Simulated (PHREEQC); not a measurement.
0.61 g of hydrous ferric oxide (600 m²/g; 0.2 weak and 0.005 strong sites per Fe, Dzombak-Morel constants, diffuse double layer) in 1 kg of water with 0.001 mol/kgw of an inert sodium salt and 5.6e-05 mol BaCl2, at 25 °C; the pH is set by adding NaOH or the inert anion's acid. Oxygen alone is held at its pressure in air (log pO2 = -0.68). The system is closed to CO2. Precipitation was switched off in this run.

Model: ion-association model, wateq4f.dat, run in PHREEQC.

Question: Predict Ba sorbed (%), surface charge σ (C/m²), surface potential ψ (mV) at pH = 4.5, 7, 8, 9.5, 10.

Answer: 
| pH | Ba sorbed (%) | surface charge σ (C/m²) | surface potential ψ (mV) |
|---|---|---|---|
| 4.5 | 0.0 | 0.086 | 189 |
| 7 | 4.0 | 0.006 | 64 |
| 8 | 44.6 | 0.001 | 10 |
| 9.5 | 90.3 | -0.008 | -73 |
| 10 | 98.6 | -0.014 | -100 |
